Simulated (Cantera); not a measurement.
A diamond (100) surface in a fixed gas of H2 with x(CH4) = 0.026, x(H) = 0.005, x(CH3) = 0.0004, 0.296 atm; coverages are run to steady state.

Cantera simulation using the Harris–Goodwin 1993 mechanism for the reconstructed diamond (100) surface; the numbers are that mechanism's predictions, not measurements.

One state of this run: growth (µm/h) = 65.6; θ c6HH = 0.395; θ c6H* = 0.0460; θ c6*H = 0.509; θ c6** = 0.0382; θ c6HM = 0.00589. θ: site fractions in the mechanism's names (c6HH fully hydrogenated, c6H* and c6*H radical sites, c6** diradical, c6HM methylated).

Which value of T (K) does it belong to?
(A) 1275
(B) 1200
(C) 1125
(D) 975

A, 1275
